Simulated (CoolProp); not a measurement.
Saturation properties of decamethylcyclopentasiloxane (D5).

The numbers come from the reference Helmholtz-energy equation of state, Thol 2019 in CoolProp.

```csv
T (°C),p (MPa),liquid density (kg/m³),vapour density (kg/m³),enthalpy of vaporisation (kJ/kg),liquid cp (kJ/(kg K))
56.95,0.0002218,919.5,0.02998,162.4,1.746
60.55,0.0002808,915.7,0.03756,161.1,1.751
64.15,0.0003530,911.9,0.04673,159.8,1.755
67.75,0.0004410,908.0,0.05777,158.5,1.760
71.25,0.0005441,904.3,0.07058,157.2,1.765
74.85,0.0006714,900.4,0.08621,156.0,1.770
78.45,0.0008236,896.6,0.1047,154.7,1.774
82.05,0.001004,892.7,0.1265,153.4,1.780
85.65,0.001218,888.9,0.1519,152.2,1.785
89.25,0.001470,885.0,0.1816,151.0,1.790
92.85,0.001765,881.1,0.2160,149.7,1.795
96.45,0.002109,877.2,0.2557,148.5,1.801
100.05,0.002507,873.3,0.3013,147.3,1.806
103.65,0.002967,869.4,0.3535,146.1,1.812
```

It boils at 210.9 °C under 1 atm.
